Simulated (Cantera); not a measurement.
A freely propagating, adiabatic, planar premixed flame of 29.6 % H₂, 14.8 % O₂, 55.6 % N₂, unburnt at 400 K and 0.260 bar; mixture-averaged transport, grid criteria slope 0.08 and curve 0.16, no radiation.

Detailed kinetics in Cantera: the H2/O2 subset of GRI-Mech 3.0, which has no nitrogen chemistry. Burning velocities carry a grid error of a few per cent, more on coarse grids.

x: mole fraction of selected species; z is measured from the peak of heat release.

| z (mm) | T (K) | u (m/s) | x H₂ | x O₂ | x HO₂ | x OH | x H₂O | x H₂O₂ |
|---|---|---|---|---|---|---|---|---|
| -7.11 | 400 | 3.33 | 0.296 | 0.148 | <1e-8 | <1e-8 | <1e-8 | <1e-8 |
| -4.74 | 400 | 3.33 | 0.296 | 0.148 | <1e-8 | <1e-8 | <1e-8 | <1e-8 |
| -3.56 | 400 | 3.33 | 0.296 | 0.148 | <1e-8 | <1e-8 | <1e-8 | <1e-8 |
| -2.37 | 400 | 3.33 | 0.296 | 0.148 | <1e-8 | <1e-8 | <1e-8 | <1e-8 |
| -1.19 | 403 | 3.35 | 0.294 | 0.148 | 4.34e-5 | 3.65e-6 | 6.10e-5 | 1.23e-6 |
| -0.593 | 605 | 4.91 | 0.265 | 0.145 | 0.000108 | 0.000763 | 0.0146 | 2.87e-5 |
| 0 | 1085 | 8.48 | 0.149 | 0.105 | 3.23e-5 | 0.00252 | 0.106 | 1.47e-6 |
| 0.593 | 1394 | 10.8 | 0.0572 | 0.0442 | 1.19e-5 | 0.00782 | 0.212 | 1.54e-6 |
| 1.19 | 1530 | 11.7 | 0.0455 | 0.0325 | 7.60e-6 | 0.0106 | 0.233 | 1.08e-6 |
| 2.37 | ? | 12.7 | 0.0455 | ? | ? | ? | 0.242 | ? |
| 4.74 | 1831 | 13.8 | 0.0445 | 0.0248 | 4.01e-6 | 0.0152 | 0.253 | 3.04e-7 |
| 9.49 | 1985 | 14.7 | 0.0414 | ? | ? | 0.0162 | 0.266 | ? |
| 19.0 | 2127 | 15.6 | 0.0363 | 0.0171 | 1.97e-6 | 0.0159 | 0.280 | 1.04e-7 |

### Question
Fill in the missing entries.

### Answer

- 2.37, T (K): 1676
- 2.37, x O₂: 0.0285
- 2.37, x HO₂: 5.57e-6
- 2.37, x OH: 0.0131
- 2.37, x H₂O₂: 5.98e-7
- 9.49, x O₂: 0.0210
- 9.49, x HO₂: 2.81e-6
- 9.49, x H₂O₂: 1.66e-7
